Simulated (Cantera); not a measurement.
A closed system holds: 1 mol CF₄, 1.8 mol CH₄, held at 2498.15 K and 13.3 mbar.

Method: chemical equilibrium by Gibbs-energy minimisation in Cantera with the NASA 1993 tables (ideal gas, pure condensed phases). Candidate condensed phases: C, C₆H₆, C₇H₈, C₈H₁₈; 95 gas species. The numbers say what is thermodynamically allowed, not how fast it happens.

### Question
What is the equilibrium state?

### Answer
```json
{
 "x(HF)": "0.677",
 "x(H₂)": "0.219",
 "x(H)": "0.101",
 "x(C₂H₂ (acetylene))": "0.00235",
 "x(F)": "0.000651",
 "x(C₂H)": "7.75e-5",
 "x(C₃)": "3.62e-5",
 "x(CF)": "2.11e-5",
 "x(C)": "1.22e-5",
 "n(C(graphite))": "2.77 mol",
 "gas_amount": "5.900 mol"
}
```
